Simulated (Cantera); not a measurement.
Feed: 1 mol TiCl4, 0.12 mol O2, 1.2 mol H2, at 0.133 bar.

Method: chemical equilibrium by Gibbs-energy minimisation in Cantera with the NASA 1993 tables (ideal gas, pure condensed phases). Candidate condensed phases: H2O, Ti, TiCl2, TiCl3, TiCl4, TiO, TiO2, Ti2O3, Ti3O5, Ti4O7; 23 gas species. The tables' values for TiCl2 are old estimates; treat these amounts as uncertain. Kinetics and transport are ignored. All values below are at 1848 K.

Base state: HCl 0.499, TiCl3 0.250, H2 0.190, TiCl4 0.0499, TiCl2 0.00788, Cl 0.00126, H 0.000633, TiOCl2 0.000336 (mole fractions); condensed: Ti2O3(s).

Question: What changes in the equilibrium state with this change: pressure from 0.133 bar to 1.00 bar?

Answer: 
```
species         before     after
-------------  -------  --------
HCl              0.499     0.460
H2               0.190     0.222
TiCl3            0.250     0.214
TiCl4           0.0499    0.0997
Cl             0.00126  0.000393
TiCl2          0.00788   0.00289
Ti2O3(s), mol   0.0795    0.0795
```

Question: What changes in the equilibrium state with this change: TiCl4 replaced by Ti?

Answer: 
```
species          before    after
-------------  --------  -------
H2                0.190    0.999
H              0.000633  0.00145
H2O            0.000209  3.77e-7
HCl               0.499        0
TiCl3             0.250        0
TiCl4            0.0499        0
TiCl2           0.00788        0
Cl              0.00126        0
TiOCl2         0.000336        0
Ti2O3(s), mol    0.0795        0
Ti(β), mol            0    0.760
TiO(s), mol           0    0.240
```
Mutual solubility and eutectic melting of coexisting phases are not modelled. TiO: taken at fixed stoichiometry. Condensed phases not in the tables: N, O or C dissolved in the metal.
